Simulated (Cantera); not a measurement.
Mixture: CO : H2 : CH4 : O2 : N2 = 1 : 0.031 : 0.31 : 2.7 : 10.2 (molar parts), equivalence ratio 0.42, at 1.00 bar, adiabatic and at constant volume. Ignition delay is the time to a rise of 400 K.

Computed with Cantera and GRI-Mech 3.0 (53 species, 325 reactions).

Predict: delay at 1050 K; delay at 1200 K; delay at 1350 K; delay at 1500 K; apparent activation energy between 1425 and 1575 K.


```
Item                                                     Value
--------------------------------------------------  ----------
delay at 1050 K                                        18.2 ms
delay at 1200 K                                        4.09 ms
delay at 1350 K                                        1.03 ms
delay at 1500 K                                       0.368 ms
apparent activation energy between 1425 and 1575 K  110 kJ/mol
```
